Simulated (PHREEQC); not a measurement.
PHREEQC input (ion-association model, wateq4f.dat):

```
SOLUTION_MASTER_SPECIES
  An  An-  0  An  62.0  # stands for a non-complexing anion
SOLUTION_SPECIES
  An- = An-
    -log_k 0
    -gamma 3.0 0
PHASES
  Fix_H+
    H+ = H+
    -log_k 0
SOLUTION 1
  temp 25
  units mmol/kgw
  pH 7 charge
  As(3) 11
  Na 61
  An 50
END
SELECTED_OUTPUT 1
  -reset false
  -pH true
  -pe true
  -ionic_strength true
  -water true
  -totals As Na As(3) As(5)
  -molalities Hfo_wOH Hfo_wOH2+ Hfo_wO- Hfo_sOH Hfo_sOH2+ Hfo_sO- Hfo_wH2AsO3
  -saturation_indices Arsenolite
USER_PUNCH 1
  -headings sigma psi
  10 PUNCH EDL("sigma", "Hfo"), EDL("psi", "Hfo")
PRINT
  -reset false
USE solution 1
SURFACE 1
  Hfo_wOH 0.00831461 600 3.7
  Hfo_sOH 0.000207865
EQUILIBRIUM_PHASES 1
  Fix_H+ -4 HAn 10
    -force_equality true
END
# ... the last block is repeated for the other 16 points of pH, with NaOH or the acid as the point needs
```

Selected output (columns that matter, 11 of 17 rows; pH added in front):

```
pH	mu	As	Na	m_Hfo_wOH	m_Hfo_wOH2+	m_Hfo_wO-	m_Hfo_sOH	m_Hfo_sOH2+	m_Hfo_sO-	m_Hfo_wH2AsO3	si_Arsenolite	sigma	psi
4	0.061712	0.0036899	0.060992	7.5813e-06	0.00099726	1.3203e-09	1.5681e-06	0.00020627	2.7309e-10	0.0073086	-3.4709	0.052319	0.069268
5	0.061298	0.0030835	0.060991	9.8263e-06	0.00038863	5.6917e-09	5.1253e-06	0.00020271	2.9687e-09	0.0079149	-3.627	0.025706	0.040986
5.5	0.061197	0.0029038	0.060991	1.0673e-05	0.00020815	1.2538e-08	1.0137e-05	0.00019768	1.1907e-08	0.0080945	-3.6793	0.017642	0.029573
6.5	0.061091	0.0027362	0.06099	1.1591e-05	3.9605e-05	7.7711e-08	4.6983e-05	0.00016054	3.1499e-07	0.008262	-3.7331	0.0086835	0.015166
7	0.061056	0.0027125	0.06099	1.1797e-05	1.5561e-05	2.0488e-07	8.8953e-05	0.00011733	1.5449e-06	0.0082857	-3.7459	0.0057011	0.010041
8	0.060996	0.0027017	0.06099	1.2798e-05	2.4112e-06	1.5561e-06	0.00015865	2.9891e-05	1.9291e-05	0.0082965	-3.8155	0.00049725	0.00088175
9	0.060936	0.0027261	0.06099	2.1916e-05	5.9238e-07	1.8575e-05	0.00011087	2.9967e-06	9.3967e-05	0.0082721	-4.2854	-0.0047501	-0.0083904
9.5	0.060881	0.0028105	0.060991	4.2421e-05	4.9935e-07	8.2556e-05	7.0264e-05	8.2711e-07	0.00013674	0.0081875	-4.8679	-0.0095232	-0.016613
10.5	0.060513	0.0037005	0.060992	0.00021914	1.3839e-06	0.00079494	4.4851e-05	2.8324e-07	0.0001627	0.0072972	-6.3942	-0.041671	-0.05977
11	0.060092	0.00478	0.060994	0.00044627	2.7722e-06	0.0016458	4.4278e-05	2.7505e-07	0.00016329	0.0062181	-7.151	-0.078615	-0.088925
12	0.074151	0.0087096	0.076756	0.00090899	3.7029e-06	0.0051118	3.136e-05	1.2775e-07	0.00017636	0.0022888	-8.6368	-0.22978	-0.13724
```
